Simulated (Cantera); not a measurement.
Input: 1 mol SiCl₄, 5.8 mol H₂, held at 1073.15 K and 9.10 bar.

Cantera equilibrium calculation (NASA polynomials, part measured and part estimated; ideal gas, pure solids and liquids). Candidate condensed phases: Si; 19 gas species. The tables' values for SiCl₃ are old estimates; treat these amounts as uncertain. Rates play no part.

Question: What is the equilibrium state?

Answer: x(H₂): 0.818
x(SiCl₄): 0.113
x(HCl): 0.0351
x(SiHCl₃): 0.0323
x(SiH₂Cl₂): 0.00108
x(SiCl₃): 0.000495
x(SiCl₂): 3.46e-5
x(SiH₃Cl): 9.46e-6
gas amount: 6.802 mol
log10 activity of Si(s) (absent): -1.93
